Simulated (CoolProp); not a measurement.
A closed Brayton cycle with carbon dioxide: compressor inlet 329.15 K and 8.6 MPa, high pressure 25.7 MPa, turbine inlet 965 K, compressor efficiency 0.89, turbine efficiency 0.93, recuperator effectiveness 0.95 (on enthalpy, no pinch check). Each further row changes one setting.

Model: reference Helmholtz-energy equation of state, Span 1996, in CoolProp.

| case | thermal efficiency (%) | net work (kJ/kg) | compressor to turbine work | compressor exit (K) | turbine exit (K) |
|---|---|---|---|---|---|
| as stated | 42.7 | 118 | 0.32 | 420.7 | 816.3 |
| turbine inlet 915 K | 41.0 | 109 | 0.34 | 420.7 | 771.4 |
| compressor inlet 339.15 K | 41.8 | 112 | 0.36 | 437.0 | 816.3 |
| high pressure 21.8 MPa | 41.9 | 104 | 0.31 | 406.6 | 837.9 |
| recuperator effectiveness 0.5 | 24.4 | 118 | 0.32 | 420.7 | 816.3 |
